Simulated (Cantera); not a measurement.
Charge: 1 mol CCl₄, 0.44 mol H₂, equilibrated at 0.133 bar.

Cantera equilibrium calculation (NASA polynomials, part measured and part estimated; ideal gas, pure solids and liquids). Candidate condensed phases: C, C₆H₆, C₇H₈, C₈H₁₈; 91 gas species. Kinetics and transport are ignored.

Q: What share of the C ends up in condensed phases as a function of T (K), at 2548, 2598, 2648, 2698, 2748, 2798, 2848, 2898, 2948, 2998, 3048, 3098, 3148, 3198?

A: 
```csv
T (K),C condensed (%),as
2548,99.9,C(graphite)
2598,99.9,C(graphite)
2648,99.8,C(graphite)
2698,99.8,C(graphite)
2748,99.7,C(graphite)
2798,99.5,C(graphite)
2848,99.1,C(graphite)
2898,98.5,C(graphite)
2948,97.6,C(graphite)
2998,96.0,C(graphite)
3048,93.4,C(graphite)
3098,89.1,C(graphite)
3148,82.3,C(graphite)
3198,71.5,C(graphite)
```
